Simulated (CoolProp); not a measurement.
Tetrahydrofuran along the isotherm 240.85 °C: Z from the reference equation and from simpler models built on Tc = 267.0 °C, pc = 5.304 MPa, ω = 0.234; each cubic takes its own stable root.

Model: reference Helmholtz-energy equation of state, Fiedler 2023, in CoolProp.

```
p (MPa)   phase  reference
-------  ------  ---------
0.995       gas     0.9201
1.99        gas     0.8256
2.98        gas     0.7051
3.98     liquid     0.1212
4.97     liquid     0.1472
5.97     liquid     0.1732
6.96     liquid     0.1986
7.96     liquid     0.2239
```

How far does each simpler model (van der Waals, Redlich-Kwong, Soave-Redlich-Kwong) lie from the reference over these 8 states: mean and median of the absolute difference, and the worst?


- van der Waals: mean 81.8 %, median 51.4 %, worst +420.7 % at 240.85 °C and 3.98 MPa
- Redlich-Kwong: mean 56.3 %, median 18.3 %, worst +364.1 % at 240.85 °C and 3.98 MPa
- Soave-Redlich-Kwong: mean 11.7 %, median 15.6 %, worst +22.9 % at 240.85 °C and 3.98 MPa

At some of these states van der Waals, Redlich-Kwong gives the other phase, because its saturation line lies elsewhere.
